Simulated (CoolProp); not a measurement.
m-xylene along the isotherm 191.75 °C: fugacity coefficient from the reference equation and from simpler models built on Tc = 343.7 °C, pc = 3.535 MPa, ω = 0.326; each cubic takes its own stable root.

Computed with CoolProp (reference Helmholtz-energy equation of state, Zhou 2012).

| p (MPa) | phase | reference |
|---|---|---|
| 0.00559 | gas | 0.9985 |
| 0.0115 | gas | 0.9970 |
| 0.0236 | gas | 0.9937 |
| 0.0484 | gas | 0.9872 |
| 0.0994 | gas | 0.9737 |
| 0.204 | gas | 0.9460 |
| 0.419 | liquid | 0.7542 |
| 0.861 | liquid | 0.3735 |
| 1.77 | liquid | 0.1882 |

Task: How far does each simpler model (van der Waals, Redlich-Kwong, Soave-Redlich-Kwong) lie from the reference over these 9 states: mean and median of the absolute difference, and the worst?

Result: 
- van der Waals: mean 36.3 %, median 1.0 %, worst +168.8 % at 191.75 °C and 1.77 MPa
- Redlich-Kwong: mean 15.1 %, median 0.5 %, worst +57.0 % at 191.75 °C and 1.77 MPa
- Soave-Redlich-Kwong: mean 0.9 %, median 0.3 %, worst +2.8 % at 191.75 °C and 1.77 MPa

At some of these states van der Waals, Redlich-Kwong gives the other phase, because its saturation line lies elsewhere.
